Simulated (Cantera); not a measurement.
A freely propagating, adiabatic, planar premixed flame of CO : H2 : O2 : N2 = 1 : 0.055 : 0.567 : 2.13 (molar parts), unburnt at 623 K and 1.01 bar; mixture-averaged transport, grid criteria slope 0.08 and curve 0.16, no radiation.

Cantera simulation using GRI-Mech 3.0 (53 species, 325 reactions); the numbers are that mechanism's predictions, not measurements. Burning velocities carry a grid error of a few per cent, more on coarse grids.

**Question.** What does this change do: inlet temperature 623 to 600 K?

**Answer.** 
```tsv
quantity	before	after
laminar burning velocity	131 cm/s	121 cm/s
thermal thickness	0.961 mm	0.942 mm
peak x(OH)	0.00435	0.00427
peak x(H)	0.00833	0.00811
peak x(HO2)	0.000188	0.000195
```

**Question.** What does this change do: inlet temperature 623 to 325 K?

**Answer.** 
```tsv
quantity	before	after
laminar burning velocity	131 cm/s	40.8 cm/s
thermal thickness	0.961 mm	0.791 mm
peak x(OH)	0.00435	0.00339
peak x(H)	0.00833	0.00600
peak x(HO2)	0.000188	0.000245
```
